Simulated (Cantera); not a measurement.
Cantera with NASA thermochemical tables; ideal gases at 1 bar, condensed phases pure. Values are per mole of reaction as written; species without (g) are pure solids or liquids, kept so even where they would boil at 1 bar. TaC: taken at fixed stoichiometry.

TaC → Ta + C

```
T (K)  ΔH° (kJ)  ΔS° (J/K)  ΔG° (kJ)  log10 K
-----  --------  ---------  --------  -------
300       144.1        4.8     142.6   -24.84
698         ___        ___       ___      ___
773       142.6        1.8     141.3    -9.55
848       142.5        1.6     141.1    -8.69
923         ___        ___       ___      ___
998       142.3        1.4     140.9    -7.37
1073      142.2        1.3     140.8    -6.85
```

**Question.** What belongs in the gaps?

**Answer.** 
- 698, ΔH° (kJ): 142.8
- 698, ΔS° (J/K): 2.0
- 698, ΔG° (kJ): 141.4
- 698, log10 K: -10.58
- 923, ΔH° (kJ): 142.4
- 923, ΔS° (J/K): 1.5
- 923, ΔG° (kJ): 141.0
- 923, log10 K: -7.98
